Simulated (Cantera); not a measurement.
**Equilibrium for silicon nitride deposition: trisilylamine + N₂**

Input: 1 mol trisilylamine, 3.1 mol N₂, equilibrated at 0.100 bar.

Method: chemical equilibrium by Gibbs-energy minimisation in Cantera with the NASA 1993 tables (ideal gas, pure condensed phases). Candidate condensed phases: Si, Si₃N₄; 18 gas species. The feed counts by its element totals alone. The tables' values for SiN are old estimates; treat these amounts as uncertain. Gases not in the tables: Si₂H₆ and higher silanes. Equilibrium is a limit: real reactors are often held back by kinetics, nucleation or transport.

```json
[
 {"T (°C)": "452", "log p H₂": "-1.13", "log p N₂": "-1.58", "log p H": "<-13", "log p Si": "<-13", "log p NH₃": "-4.65", "n Si₃N₄(s)": "1.00", "n Si(l)": "0"},
 {"T (°C)": "602", "log p H₂": "-1.13", "log p N₂": "-1.58", "log p H": "-10.87", "log p Si": "<-13", "log p NH₃": "-5.32", "n Si₃N₄(s)": "1.00", "n Si(l)": "0"},
 {"T (°C)": "752", "log p H₂": "-1.13", "log p N₂": "-1.58", "log p H": "-8.93", "log p Si": "<-13", "log p NH₃": "-5.79", "n Si₃N₄(s)": "1.00", "n Si(l)": "0"},
 {"T (°C)": "902", "log p H₂": "-1.13", "log p N₂": "-1.58", "log p H": "-7.48", "log p Si": "<-13", "log p NH₃": "-6.16", "n Si₃N₄(s)": "1.00", "n Si(l)": "0"},
 {"T (°C)": "1052", "log p H₂": "-1.13", "log p N₂": "-1.58", "log p H": "-6.35", "log p Si": "-12.99", "log p NH₃": "-6.44", "n Si₃N₄(s)": "1.00", "n Si(l)": "0"},
 {"T (°C)": "1202", "log p H₂": "-1.13", "log p N₂": "-1.58", "log p H": "-5.45", "log p Si": "-10.21", "log p NH₃": "-6.66", "n Si₃N₄(s)": "1.00", "n Si(l)": "0"},
 {"T (°C)": "1352", "log p H₂": "-1.13", "log p N₂": "-1.58", "log p H": "-4.72", "log p Si": "-7.96", "log p NH₃": "-6.85", "n Si₃N₄(s)": "1.000", "n Si(l)": "0"},
 {"T (°C)": "1502", "log p H₂": "-1.13", "log p N₂": "-1.58", "log p H": "-4.10", "log p Si": "-6.09", "log p NH₃": "-7.00", "n Si₃N₄(s)": "1.000", "n Si(l)": "0"},
 {"T (°C)": "1652", "log p H₂": "-1.26", "log p N₂": "-1.35", "log p H": "-3.65", "log p Si": "-4.76", "log p NH₃": "-7.20", "n Si₃N₄(s)": "0", "n Si(l)": "3.00"},
 {"T (°C)": "1802", "log p H₂": "-1.26", "log p N₂": "-1.35", "log p H": "-3.20", "log p Si": "-3.99", "log p NH₃": "-7.32", "n Si₃N₄(s)": "0", "n Si(l)": "2.99"}
]
```
log p: log10 of the partial pressure in bar; n: condensed amount in mol.

From 452 °C to 1502 °C the condensed part is Si₃N₄(s). From 1652 °C to 1802 °C the condensed part is Si(l).
